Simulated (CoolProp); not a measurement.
Model: reference Helmholtz-energy equation of state, Span 2000, in CoolProp.

### Question
For nitrogen, give the phase and the speed of sound (m/s), Prandtl number at 163.2 K and 5.85 MPa; 265.7 K and 0.337 MPa.

### Answer
- 163.2 K and 5.85 MPa: supercritical; speed of sound 248, Prandtl number 1.15
- 265.7 K and 0.337 MPa: gas; speed of sound 333, Prandtl number 0.725

Viscosity comes from a separate model (Lemmon 2004). Thermal conductivity comes from a separate model (Lemmon 2004).
